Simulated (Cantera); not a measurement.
Input (Python, Cantera) and output of one run.

```python
import numpy as np
import cantera as ct

gas_names = """
    C CH CH2 CH3 CH2OH CH3O CH4 CH3OH CN CO CO2 COOH C2 C2H CHCO,ketyl C2H2,acetylene C2H2,vinylidene
    CH2CO,ketene C2H3,vinyl CH3CN CH3CO,acetyl C2H4 C2H4O,ethylen CH3CHO,ethanal CH3COOH (HCOOH)2 C2H5
    C2H6 CH3OCH3 C2H5OH CCN CNC C2N2 C2O C3 C3H3,propargyl C3H4,allene C3H4,propyne C3H4,cyclo-
    C3H5,allyl C3H6,propylene C3H6,cyclo- C3H6O C3H7,n-propyl C3H7,i-propyl C3H8 C3H8O,1propanol
    C3H8O,2propanol C3O2 C4 C4H2 C4H4,1,3-cyclo- C4H6,butadiene C4H6,2-butyne C4H6,cyclo- C4H8,1-butene
    C4H8,cis2-buten C4H8,tr2-butene C4H8,isobutene C4H8,cyclo- (CH3COOH)2 C4H9,n-butyl C4H9,i-butyl
    C4H9,s-butyl C4H9,t-butyl C4H10,isobutane C4H10,n-butane C4N2 C5 C5H6,1,3cyclo- C5H8,cyclo-
    C5H10,1-pentene C5H10,cyclo- C5H11,pentyl C5H11,t-pentyl C5H12,n-pentane C5H12,i-pentane
    CH3C(CH3)2CH3 C6H2 C6H5,phenyl C6H5O,phenoxy C6H6 C6H5OH,phenol C6H10,cyclo- C6H12,1-hexene
    C6H12,cyclo- C6H13,n-hexyl C7H7,benzyl C7H8 C7H8O,cresol C7H14,1-heptene C7H15,n-heptyl
    C7H16,n-heptane C8H8,styrene C8H10,ethylbenz C8H16,1-octene C8H17,n-octyl C8H18,isooctane
    C8H18,n-octane C9H19,n-nonyl C10H8,naphthale C10H21,n-decyl C12H9,o-bipheny C12H10,bipheny H HCN HCO
    HCCN HNC HNCO HNO HNO2 HNO3 HO2 H2 HCHO,formaldehy HCOOH H2O H2O2 N NCO NH NH2 NH3 NH2OH NO NO2 NO3
    N2 N2H2 N2H4 N2O O OH O2 O3 Pb PbO Pb2
""".split()
cond_names = """
    C(gr) C6H6(L) C7H8(L) C8H18(L),n-octa H2O(s) H2O(L) Pb(cr) Pb(L) PbO(rd) PbO(yw) PbO(L) PbO2(s)
    Pb3O4(s)
""".split()


def load(file, names, dense=False):
    # The tables refer to 1 bar. Condensed volumes are neglected.
    table = {s.name: s for s in ct.Species.list_from_file(file)}
    out = []
    for n in names:
        d = dict(table[n].input_data)
        d["thermo"] = dict(d["thermo"], **{"reference-pressure": 1e5})
        if dense:
            d["equation-of-state"] = {"model": "constant-volume", "density": "1e6 g/cm^3"}
        out.append(ct.Species.from_dict(d))
    return out


gas = ct.Solution(thermo="ideal-gas", species=load("nasa_gas.yaml", gas_names))
cond = {s.name: ct.Solution(thermo="fixed-stoichiometry", species=[s], name=s.name)
        for s in load("nasa_condensed.yaml", cond_names, dense=True)}
atoms = {
    'PbO': {'Pb': 1, 'O': 1},
    'CH4': {'C': 1, 'H': 4},
    'N2': {'N': 2},
}
top_T = {'C(gr)': 4500, 'Pb3O4(s)': 820}  # K; cautious upper limits of use, not melting points


def equilibrate(T, P, feed):
    n = {}
    for name, mol in feed.items():
        for a, k in atoms[name].items():
            n[a] = n.get(a, 0.0) + k * mol
    gas.TPX = T, P, n
    mass = sum(n.values()) * gas.mean_molecular_weight
    gas.equilibrate("TP")
    valid = [c for c in cond.values() if c.min_temp <= T <= top_T.get(c.name, c.max_temp)]
    mix = ct.Mixture([(gas, mass / gas.mean_molecular_weight)] + [(c, 0.0) for c in valid])
    mix.T, mix.P = T, P
    mix.equilibrate("TP", solver="vcs", rtol=1e-11, max_steps=5000)
    return mix


results = []
feed = {'PbO': 1, 'CH4': 0.99, 'N2': 1.8}  # mol
T = 2673  # K
for P in [10, 100, 1000, 10000, 100000, 1000000]:
    mix = equilibrate(T, P, feed)
    results.append((T, P, feed, dict(zip(mix.species_names, mix.species_moles))))

top = {s: max(r[3][s] / sum(r[3][g] for g in gas_names) for r in results) for s in gas_names}
cols = sorted((s for s in top if top[s] > 0.001), key=lambda s: -top[s])[:7]
seen = [c for c in cond_names if any(r[3].get(c, 0) > 1e-12 for r in results)]
print("log10 of partial pressures in bar; condensed amounts in mol")
print(f"{'P/Pa':>10s}" + "".join(f"{s[:9]:>10s}" for s in cols + seen))
for T, P, feed, n in results:
    ng = sum(n[g] for g in gas_names)
    print(f"{P:10.4g}" + "".join(f"{np.log10(max(n[s] / ng * P / 1e5, 1e-99)):10.3f}" for s in cols)
          + "".join(f"{n.get(c, 0):10.4g}" for c in seen))
```

It prints:

```
log10 of partial pressures in bar; condensed amounts in mol
      P/Pa         H        H2        N2        Pb        CO       H2O         O
        10    -4.304    -6.028    -4.631    -4.886    -4.890    -9.557    -6.906
       100    -3.384    -4.187    -3.607    -3.862    -3.867    -6.847    -6.038
      1000    -2.649    -2.718    -2.558    -2.813    -2.818    -5.039    -5.698
     1e+04    -2.064    -1.547    -1.525    -1.780    -1.785    -3.859    -5.689
     1e+05    -1.536    -0.492    -0.512    -0.768    -0.772    -2.811    -5.696
     1e+06    -1.028     0.525     0.492     0.234     0.232    -1.754    -5.657
```

Equilibrium computed with Cantera from the NASA thermochemical tables; the gas is ideal and each condensed phase is pure. Gases not in the tables: (PbO)n polymers.
